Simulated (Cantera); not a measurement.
Feed: 1 mol Mg(OH)2, 0.2 mol CO2, held at 0.100 bar.

Method: chemical equilibrium by Gibbs-energy minimisation in Cantera with the NASA 1993 tables (ideal gas, pure condensed phases). Candidate condensed phases: C, C6H6, C7H8, C8H18, H2O, Mg, MgCO3, MgO, Mg(OH)2; 116 gas species. Rates play no part. All values below are at 1648 K.

Base state: H2O 0.831, CO2 0.166, H2 0.00107, O2 0.000797, CO 0.000683, OH 0.000322 (mole fractions); condensed: MgO(s).

Question: What changes in the equilibrium state with this change: pressure from 0.100 bar to 0.000190 bar?

Answer: 
```tsv
species	before	after
H2O	0.831	0.816
CO2	0.166	0.160
H2	0.00107	0.00852
O	2.26e-6	0.000147
H	9.21e-6	0.000596
O2	0.000797	0.00637
MgO(s), mol	1.000	1.000
```

Question: What changes in the equilibrium state with this change: CO2 from 0.2 to 0.43 mol?

Answer: 
```
species        before     after
-----------  --------  --------
H2O             0.831     0.698
CO2             0.166     0.299
CO           0.000683   0.00115
H2            0.00107  0.000836
O2           0.000797  0.000917
OH           0.000322  0.000305
MgO(s), mol     1.000     1.000
```
